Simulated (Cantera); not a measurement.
Feed: 1 mol C2H6, 0.035 mol CO2, 11 mol H2, at 1 atm.

Equilibrium computed with Cantera from the NASA thermochemical tables; the gas is ideal and each condensed phase is pure. Candidate condensed phases: C, C6H6, C7H8, C8H18, H2O; 131 gas species. Ions and electrons are included (thermal ionisation). Kinetics and transport are ignored. All values below are at 4000 K.

Base state: H 0.736, H2 0.216, C 0.0136, C2H 0.00955, C3 0.00909, C2H2 (acetylene) 0.00574, C2 0.00503, CO 0.00298 (mole fractions); condensed: gas only.

Problem. What changes in the equilibrium state with this change: CO2 from 0.035 to 2.2 mol?

Solution. 
```json
[
 {"species": "H", "before": "0.736", "after": "0.664"},
 {"species": "H2", "before": "0.216", "after": "0.176"},
 {"species": "CO", "before": "0.00298", "after": "0.153"},
 {"species": "C", "before": "0.0136", "after": "4.84e-6"},
 {"species": "C3", "before": "0.00909", "after": "<1e-9"},
 {"species": "C2H", "before": "0.00955", "after": "1.09e-9"},
 {"species": "C2H2 (acetylene)", "before": "0.00574", "after": "<1e-9"}
]
```
